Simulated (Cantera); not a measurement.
A closed system holds: 1 mol CH₃SiCl₃, 0.036 mol C₃H₈, 350 mol H₂, 0.014 mol C₂H₄, at 10.0 Torr.

Method: chemical equilibrium by Gibbs-energy minimisation in Cantera with the NASA 1993 tables (ideal gas, pure condensed phases). Candidate condensed phases: C, C₆H₆, C₇H₈, C₈H₁₈, Si, SiC; 109 gas species. The feed counts by its element totals alone. Gases not in the tables: Si₂H₆ and higher silanes. Equilibrium is a limit: real reactors are often held back by kinetics, nucleation or transport.

### Question
Which condensed phases are stable at each of these points (T (K)): 1023, 1123, 1223, 1323, 1423, 1523, 1623, 1723, 1823, 1923, 2023?

### Answer
```csv
T (K),condensed phases,Si condensed (%)
1023,SiC(s),100.0
1123,C(graphite) + SiC(s),100.0
1223,C(graphite) + SiC(s),100.0
1323,C(graphite) + SiC(s),100.0
1423,C(graphite) + SiC(s),100.0
1523,C(graphite) + SiC(s),99.9
1623,C(graphite) + SiC(s),99.9
1723,C(graphite) + SiC(s),99.8
1823,SiC(s),99.4
1923,SiC(s),96.5
2023,SiC(s),83.4
```

At 1023 K the condensed part is SiC(s). From 1123 K to 1723 K the condensed part is C(graphite) + SiC(s). From 1823 K to 2023 K the condensed part is SiC(s).
